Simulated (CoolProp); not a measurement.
Oxygen along the isotherm 178.6 K: fugacity coefficient from the reference equation and from simpler models built on Tc = 154.6 K, pc = 50.46 bar, ω = 0.022; each cubic takes its own stable root.

Model: reference Helmholtz-energy equation of state, Schmidt 1985, in CoolProp.

| p (bar) | phase | reference | Soave-Redlich-Kwong | Peng-Robinson |
|---|---|---|---|---|
| 36 | gas | 0.8514 | 0.8490 | 0.8300 |
| 72.1 | supercritical | 0.7117 | 0.7106 | 0.6813 |
| 108 | supercritical | 0.5901 | 0.5951 | 0.5627 |
| 144 | supercritical | 0.5080 | 0.5183 | 0.4846 |
| 180 | supercritical | 0.4570 | 0.4702 | 0.4349 |
| 216 | supercritical | 0.4243 | 0.4391 | 0.4021 |
| 252 | supercritical | 0.4029 | 0.4186 | 0.3796 |
| 288 | supercritical | 0.3889 | 0.4053 | 0.3641 |
| 324 | supercritical | 0.3802 | 0.3970 | 0.3534 |
| 360 | supercritical | 0.3753 | 0.3924 | 0.3463 |
| 397 | supercritical | 0.3735 | 0.3909 | 0.3418 |
| 433 | supercritical | 0.3741 | 0.3917 | 0.3397 |
| 469 | supercritical | 0.3768 | 0.3945 | 0.3393 |
| 505 | supercritical | 0.3812 | 0.3991 | 0.3404 |
